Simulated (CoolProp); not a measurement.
A closed Brayton cycle with carbon dioxide: compressor inlet 330.15 K and 7.7 MPa, high pressure 15 MPa, turbine inlet 770 K, compressor efficiency 0.85, turbine efficiency 0.85, recuperator effectiveness 0.9 (on enthalpy, no pinch check). Each further row changes one setting.

Model: reference Helmholtz-energy equation of state, Span 1996, in CoolProp.

```tsv
case	thermal efficiency (%)	net work (kJ/kg)	compressor to turbine work	compressor exit (K)	turbine exit (K)
as stated	26.0	42.6	0.46	389.0	697.1
turbine inlet 720 K	24.2	36.9	0.49	389.0	___
compressor inlet 340.15 K	25.0	39.1	0.50	401.6	697.1
high pressure 12.8 MPa	24.2	___	___	374.6	___
recuperator effectiveness 0.5	14.0	42.6	0.46	389.0	697.1
```

### Question
Fill in the missing entries.

### Answer

- turbine inlet 720 K, turbine exit (K): 649.8
- high pressure 12.8 MPa, net work (kJ/kg): 34.0
- high pressure 12.8 MPa, compressor to turbine work: 0.44
- high pressure 12.8 MPa, turbine exit (K): 714.1
